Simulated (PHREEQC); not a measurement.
**Alkaline etch or developer**

Consider water at 86 °C with 1.7 mol KOH and 5.4e-05 mol CO2 per kg of water. Closed to the air; pH follows from the charge balance.

All values are PHREEQC results (ion-association model, wateq4f.dat), not measurements.

No solid was allowed to form.

Problem. Predict the pH, activity of water.

Solution. pH 12.46; activity of water 0.942.

Caution: at this ionic strength the ion-association model is outside its range; a Pitzer model would be the better tool where its parameters exist. Species that the database lacks are ignored. Constants without temperature data keep their 25 °C values here.
